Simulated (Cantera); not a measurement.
A Cantera script and its output.

```python
import numpy as np
import cantera as ct

gas = ct.Solution("gri30.yaml")
gas.TPX = 650, 100000, {'CH4': 1, 'O2': 2.82, 'N2': 10.6}
flame = ct.FreeFlame(gas, width=0.04)
flame.set_refine_criteria(ratio=3, slope=0.08, curve=0.16)
flame.transport_model = "unity-Lewis-number"
flame.solve(loglevel=0, auto=True)
z, T = flame.grid, flame.T
thick = (T[-1] - T[0]) / np.gradient(T, z).max()
show = ['CH4', 'O2', 'C2H', 'OH', 'HO2', 'H2O']
print(f"laminar burning velocity  {flame.velocity[0] * 100:.3f} cm/s")
print(f"burnt temperature         {T[-1]:.1f} K")
print(f"thermal thickness         {thick * 1e3:.4f} mm")
print(f"grid points               {len(z)}")
z0 = z[flame.heat_release_rate.argmax()]
print(f"{'z/mm':>9s}{'T/K':>9s}{'u/(m/s)':>9s}" + "".join(f"{s:>11s}" for s in show))
rows = []
for k in (-3, -2, -1.5, -1, -0.5, -0.25, 0, 0.25, 0.5, 1, 2, 4, 8):
    zz = z0 + k * thick
    rows.append([k * thick, np.interp(zz, z, T), np.interp(zz, z, flame.velocity),
                 *(np.interp(zz, z, flame.X[gas.species_index(s)]) for s in show)])
    print(f"{rows[-1][0] * 1e3:9.3f}{rows[-1][1]:9.1f}{rows[-1][2]:9.3f}" + "".join(f"{x:11.3e}" for x in rows[-1][3:]))
```

It prints:

```
laminar burning velocity  93.359 cm/s
burnt temperature         2110.4 K
thermal thickness         0.3869 mm
grid points               129
     z/mm      T/K  u/(m/s)        CH4         O2        C2H         OH        HO2        H2O
   -1.161    650.8    0.935  6.930e-02  1.955e-01  5.400e-23  2.730e-11  1.268e-07  7.610e-05
   -0.774    656.2    0.943  6.897e-02  1.950e-01  1.781e-20  1.474e-09  1.040e-06  6.268e-04
   -0.580    670.8    0.964  6.807e-02  1.936e-01  5.754e-19  1.393e-08  3.445e-06  2.097e-03
   -0.387    734.3    1.056  6.414e-02  1.875e-01  1.208e-16  2.276e-07  1.360e-05  8.558e-03
   -0.193   1018.1    1.474  4.590e-02  1.591e-01  9.814e-13  1.099e-05  6.024e-05  3.862e-02
   -0.097   1327.4    1.936  2.529e-02  1.263e-01  3.938e-10  2.424e-04  1.441e-04  7.299e-02
    0.000   1657.4    2.439  5.137e-03  8.788e-02  2.107e-08  3.005e-03  1.180e-04  1.100e-01
    0.097   1789.7    2.634  2.603e-04  6.960e-02  6.811e-09  6.961e-03  2.388e-05  1.225e-01
    0.193   1841.2    2.702  8.875e-06  6.463e-02  2.375e-10  8.111e-03  1.400e-05  1.240e-01
    0.387   1908.7    2.787  1.730e-08  6.116e-02  2.906e-13  8.385e-03  1.041e-05  1.256e-01
    0.774   1983.4    2.880  3.982e-13  5.890e-02  4.308e-18  7.611e-03  6.718e-06  1.290e-01
    1.547   2045.3    2.956  1.487e-18  5.758e-02  2.094e-23  6.039e-03  3.863e-06  1.325e-01
    3.095   2085.3    3.005  5.646e-20  5.685e-02  1.530e-26  4.399e-03  2.414e-06  1.350e-01
```

Model: GRI-Mech 3.0 (53 species, 325 reactions), integrated in Cantera. Unity Lewis numbers drop preferential diffusion, which matters most where H2 and H carry the flame. Burning velocities carry a grid error of a few per cent, more on coarse grids.
